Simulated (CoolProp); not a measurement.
Vapour-liquid equilibrium of cyclohexane (1) + toluene (2) at 799 kPa; x and y are mole fractions of (1).

Values from CoolProp's multi-fluid Helmholtz-energy mixture model, Zhou 2014 and Lemmon 2006; pair parameters Bell 2016.

```
x     bubble temperature, mixture model (°C)  bubble temperature, Raoult's law (°C)  y, mixture model  y, Raoult's law
----  --------------------------------------  -------------------------------------  ----------------  ---------------
0.05                                   200.7                                  201.4             0.088            0.086
0.15                                   195.4                                  197.2             0.242            0.241
0.25                                   190.8                                  193.2             0.372            0.377
0.35                                   186.7                                  189.4             0.484            0.497
0.45                                   183.2                                  185.9             0.581            0.602
0.55                                   180.0                                  182.5             0.668            0.694
0.65                                   177.2                                  179.3             0.747            0.777
0.75                                   174.6                                  176.2             0.822            0.850
0.85                                   172.3                                  173.4             0.893            0.915
0.95                                   170.3                                  170.6             0.964            0.973
```

The largest gap from Raoult's law is -2.7 K in bubble temperature, at x = 0.45. No azeotrope shows between x = 0.05 and 0.95.

Pair parameters are fitted to limited data, so mixtures are less certain than the pure fluids.
